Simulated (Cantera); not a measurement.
## Moist CO burnout

An isothermal, constant-pressure homogeneous reactor starts with 0.944 % CO, 6.88 % O2, 0.499 % H2O, 91.7 % N2, at 1450 K and 353 Torr.

Cantera simulation using GRI-Mech 3.0 (53 species, 325 reactions); the numbers are that mechanism's predictions, not measurements.

| t (s) | x CO | x O2 | x H2O | x O | x NO2 | x H2 |
|---|---|---|---|---|---|---|
| 1.00e-5 | 0.00944 | 0.0688 | 0.00499 | 3.92e-9 | <1e-12 | <1e-12 |
| 3.03e-5 | 0.00944 | 0.0688 | 0.00499 | 1.18e-8 | <1e-12 | 1.08e-12 |
| 9.20e-5 | 0.00944 | 0.0688 | 0.00499 | 3.59e-8 | <1e-12 | 2.56e-11 |
| 0.000279 | 0.00944 | 0.0688 | 0.00499 | 1.39e-7 | <1e-12 | 6.81e-10 |
| 0.000847 | 0.00943 | 0.0688 | 0.00499 | 2.56e-6 | <1e-12 | 3.76e-8 |
| 0.00257 | 0.00700 | 0.0668 | 0.00466 | 0.00145 | 2.76e-11 | 4.59e-5 |
| 0.00779 | 0.000499 | 0.0642 | 0.00480 | 0.000700 | 1.49e-9 | 2.66e-5 |
| 0.0236 | 3.85e-5 | 0.0643 | 0.00496 | 6.32e-5 | 4.06e-9 | 2.44e-6 |
| 0.0717 | 3.63e-6 | 0.0643 | 0.00499 | 8.42e-6 | 4.36e-9 | 3.19e-7 |
| 0.217 | 4.45e-7 | 0.0643 | 0.00500 | 1.79e-6 | 3.37e-9 | 6.66e-8 |
| 0.659 | 1.40e-7 | 0.0643 | 0.00501 | 8.11e-7 | 3.22e-9 | 2.98e-8 |
| 2.00 | 1.24e-7 | 0.0643 | 0.00501 | 7.48e-7 | 3.25e-9 | 2.75e-8 |
x: mole fraction; the columns are a selection and need not sum to one.

Equilibrium at this temperature and pressure: CO 1.24e-7, O2 0.0641, H2O 0.00501, O 7.46e-7, NO2 1.35e-6, H2 2.75e-8 (gas phase only).
